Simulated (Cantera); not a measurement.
Cu2O + H2 + H2O (hydrogen reduction and annealing atmospheres)

Charge: 1 mol Cu2O, 18 mol H2, 0.22 mol H2O, at 0.000320 bar.

Method: chemical equilibrium by Gibbs-energy minimisation in Cantera with the NASA 1993 tables (ideal gas, pure condensed phases). Candidate condensed phases: Cu, CuO, Cu(OH)2, Cu2O, H2O; 12 gas species. Kinetics and transport are ignored.

At 1573 K the condensed part is Cu(l). From 1623 K to 2123 K nothing is condensed. The main Cu-bearing gas is Cu throughout.

| T (K) | x H2 | x H | x Cu | x H2O | x OH | x O | x Cu2 | x O2 | n Cu(l) |
|---|---|---|---|---|---|---|---|---|---|
| 1573 | 0.854 | 0.00210 | 0.0829 | 0.0613 | 5.45e-6 | 1.13e-8 | 5.08e-5 | 3.72e-10 | 0.350 |
| 1623 | 0.838 | 0.00354 | 0.0986 | 0.0602 | 1.06e-5 | 3.70e-8 | 4.56e-5 | 1.21e-9 | 0 |
| 1673 | 0.835 | 0.00582 | 0.0986 | 0.0601 | 2.02e-5 | 1.13e-7 | 2.96e-5 | 3.69e-9 | 0 |
| 1723 | 0.832 | 0.00930 | 0.0984 | 0.0600 | 3.68e-5 | 3.26e-7 | 1.96e-5 | 1.05e-8 | 0 |
| 1773 | 0.827 | 0.0145 | 0.0982 | 0.0598 | 6.48e-5 | 8.85e-7 | 1.33e-5 | 2.84e-8 | 0 |
| 1823 | 0.821 | 0.0219 | 0.0978 | 0.0596 | 0.000111 | 2.28e-6 | 9.19e-6 | 7.29e-8 | 0 |
| 1873 | 0.811 | 0.0325 | 0.0973 | 0.0592 | 0.000184 | 5.58e-6 | 6.45e-6 | 1.78e-7 | 0 |
| 1923 | 0.797 | 0.0470 | 0.0966 | 0.0586 | 0.000297 | 1.31e-5 | 4.59e-6 | 4.19e-7 | 0 |
| 1973 | 0.780 | 0.0666 | 0.0956 | 0.0578 | 0.000469 | 2.95e-5 | 3.30e-6 | 9.46e-7 | 0 |
| 2023 | 0.756 | 0.0923 | 0.0943 | 0.0567 | 0.000722 | 6.40e-5 | 2.39e-6 | 2.07e-6 | 0 |
| 2073 | 0.726 | 0.125 | 0.0926 | 0.0553 | 0.00109 | 0.000134 | 1.74e-6 | 4.38e-6 | 0 |
| 2123 | 0.688 | 0.166 | 0.0906 | 0.0534 | 0.00160 | 0.000274 | 1.27e-6 | 9.03e-6 | 0 |
x: gas mole fraction; n: condensed amount in mol.
